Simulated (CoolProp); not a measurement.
A simple Rankine cycle with the fluoroketone C6F12O (FK-5-1-12): condensing at 318.15 K, boiler at 0.975 MPa, turbine inlet 410 K, turbine efficiency 0.9, pump efficiency 0.6, no recuperator. Each further row changes one setting.

Computed with CoolProp (reference Helmholtz-energy equation of state, McLinden 2015).

```json
[
 {"case": "as stated", "thermal efficiency (%)": "11.5", "net work (kJ/kg)": "18.6", "heat in (kJ/kg)": "161", "turbine exit temperature (K)": "…", "volume ratio over the turbine": "14.5"},
 {"case": "turbine inlet 430 K", "thermal efficiency (%)": "11.0", "net work (kJ/kg)": "20.3", "heat in (kJ/kg)": "183", "turbine exit temperature (K)": "398.2", "volume ratio over the turbine": "13.2"},
 {"case": "condensing temperature 310.15 K", "thermal efficiency (%)": "12.4", "net work (kJ/kg)": "21.1", "heat in (kJ/kg)": "…", "turbine exit temperature (K)": "373.4", "volume ratio over the turbine": "19.5"},
 {"case": "boiler pressure 0.682 MPa", "thermal efficiency (%)": "…", "net work (kJ/kg)": "…", "heat in (kJ/kg)": "167", "turbine exit temperature (K)": "384.3", "volume ratio over the turbine": "8.80"},
 {"case": "turbine efficiency 0.8", "thermal efficiency (%)": "10.2", "net work (kJ/kg)": "16.4", "heat in (kJ/kg)": "161", "turbine exit temperature (K)": "…", "volume ratio over the turbine": "…"}
]
```

Problem. Complete the blanks.

Solution. 
- as stated, turbine exit temperature (K): 376.4
- condensing temperature 310.15 K, heat in (kJ/kg): 170
- boiler pressure 0.682 MPa, thermal efficiency (%): 10.1
- boiler pressure 0.682 MPa, net work (kJ/kg): 16.9
- turbine efficiency 0.8, turbine exit temperature (K): 378.7
- turbine efficiency 0.8, volume ratio over the turbine: 14.6
